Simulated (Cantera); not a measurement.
Cantera run, input and output.

```python
import numpy as np
import cantera as ct

surf = ct.Interface("diamond.yaml", "diamond_100")
gas, bulk = surf.adjacent["gas"], surf.adjacent["diamond"]
k = surf.kinetics_species_index(bulk.species_names[0])
cover = ["c6HH", "c6H*", "c6*H", "c6**", "c6HM", "c6B"]

rows, drift = [], 0.0
print(f"{'xH':>10s}{'um/h':>11s}" + "".join(f"{s:>11s}" for s in cover))
for v in [0.0001, 0.00025, 0.00063, 0.0016, 0.004, 0.01, 0.025, 0.063, 0.16]:
    T, P, xH, xCH3 = 900, 9900, v, 2.1e-05
    gas.TPX = T, P, {"H": xH, "CH3": xCH3, "CH4": 0.022, "H2": 1 - xH - xCH3 - 0.022}
    surf.TP = bulk.TP = T, P
    surf.coverages = "c6H*:0.1, c6HH:0.9"
    surf.advance_coverages(100.0)
    before = surf.coverages
    surf.advance_coverages(100.0)
    drift = max(drift, np.max(np.abs(surf.coverages - before) / (surf.coverages + 1e-9)))
    rate = surf.net_production_rates[k] * bulk.mean_molecular_weight / bulk.density * 3.6e9
    rows.append([rate, *surf[cover].coverages])
    print(f"{v:10.4g}{rate:11.4e}" + "".join(f"{x:11.3e}" for x in rows[-1][1:]))
```

Output:

```
        xH       um/h       c6HH       c6H*       c6*H       c6**       c6HM        c6B
    0.0001 4.6504e-01  5.913e-01  8.569e-03  2.399e-01  2.669e-03  1.267e-01  1.262e-09
   0.00025 5.6187e-01  6.431e-01  9.564e-03  2.677e-01  3.531e-03  6.117e-02  1.525e-09
   0.00063 6.1427e-01  6.707e-01  1.009e-02  2.822e-01  4.022e-03  2.652e-02  1.667e-09
    0.0016 6.3827e-01  6.832e-01  1.034e-02  2.887e-01  4.254e-03  1.085e-02  1.732e-09
     0.004 6.4826e-01  6.884e-01  1.048e-02  2.913e-01  4.353e-03  4.407e-03  1.759e-09
      0.01 6.5257e-01  6.905e-01  1.062e-02  2.923e-01  4.404e-03  1.774e-03  1.771e-09
     0.025 6.5497e-01  6.913e-01  1.091e-02  2.924e-01  4.446e-03  7.116e-04  1.777e-09
     0.063 6.5810e-01  6.916e-01  1.161e-02  2.919e-01  4.520e-03  2.832e-04  1.786e-09
      0.16 6.6738e-01  6.916e-01  1.333e-02  2.902e-01  4.692e-03  1.126e-04  1.811e-09
```

Cantera simulation using the Harris–Goodwin 1993 mechanism for the reconstructed diamond (100) surface; the numbers are that mechanism's predictions, not measurements.
